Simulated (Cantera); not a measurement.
Pyrogenic steam for wet oxidation

An isothermal, constant-pressure homogeneous reactor starts with H₂ : O₂ : N₂ = 1.1 : 1 : 20 (molar parts), at 1273 K and 100.0 Torr.

Computed with Cantera and GRI-Mech 3.0 (53 species, 325 reactions). The temperature is held fixed by assumption; the heat of reaction is taken as removed at once.

```csv
t (s),x H₂,x O₂,x NO,x H₂O,x O,x NO₂
2.00e-6,0.0498,0.0452,<1e-12,<1e-12,2.17e-12,<1e-12
7.13e-6,0.0498,0.0452,<1e-12,9.38e-12,2.50e-11,<1e-12
2.54e-5,0.0498,0.0452,<1e-12,2.94e-10,2.48e-10,<1e-12
9.06e-5,0.0498,0.0452,<1e-12,8.83e-9,2.62e-9,<1e-12
0.000323,0.0498,0.0452,<1e-12,1.46e-6,2.62e-7,<1e-12
0.00115,0.00589,0.0249,7.69e-7,0.0323,0.00685,1.50e-11
0.00410,0.00356,0.0226,6.34e-6,0.0413,0.00374,1.63e-10
0.0146,0.000988,0.0210,8.56e-6,0.0490,0.000815,5.64e-10
0.0521,7.83e-5,0.0208,8.67e-6,0.0509,6.09e-5,4.64e-9
0.186,6.28e-6,0.0209,8.67e-6,0.0510,4.99e-6,1.37e-8
0.662,9.38e-7,0.0209,8.67e-6,0.0510,7.69e-7,1.24e-8
2.36,2.07e-7,0.0209,8.67e-6,0.0510,1.73e-7,9.16e-9
8.42,6.94e-8,0.0209,8.67e-6,0.0510,5.77e-8,1.06e-8
30.0,5.20e-8,0.0209,8.67e-6,0.0510,4.30e-8,1.21e-8
```
x: mole fraction; the columns are a selection and need not sum to one.

Equilibrium at this temperature and pressure: H₂ 5.19e-8, O₂ 0.0208, NO 0.000114, H₂O 0.0510, O 4.28e-8, NO₂ 1.58e-7 (gas phase only).
